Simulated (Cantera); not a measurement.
A diamond (100) surface in a fixed gas of H2 with x(CH4) = 0.0047, x(H) = 0.00025, x(CH3) = 0.00017, at 1075 K; coverages are run to steady state.

Detailed kinetics in Cantera: the Harris–Goodwin 1993 mechanism for the reconstructed diamond (100) surface.

θ: site fractions in the mechanism's names (c6HH fully hydrogenated, c6H* and c6*H radical sites, c6** diradical, c6HM methylated).

```tsv
P (Pa)	growth (µm/h)	θ c6HH	θ c6H*	θ c6*H	θ c6**	θ c6HM
720	0.0389	0.559	0.0236	0.396	0.00861	0.00696
1300	0.0992	0.555	0.0234	0.393	0.00854	0.0122
2200	0.238	0.549	0.0231	0.389	0.00844	0.0196
3900	0.625	0.539	0.0227	0.381	0.00828	0.0318
6900	[?]	0.525	0.0220	0.371	0.00805	[?]
12000	[?]	0.508	0.0213	0.358	0.00777	[?]
22000	9.42	0.488	0.0204	0.343	0.00745	0.0947
38000	19.6	0.471	0.0197	0.331	0.00718	0.115
```

### Question
Complete the blanks.

### Answer

- 6900, growth (µm/h): 1.61
- 6900, θ c6HM: 0.0490
- 12000, growth (µm/h): 3.87
- 12000, θ c6HM: 0.0699
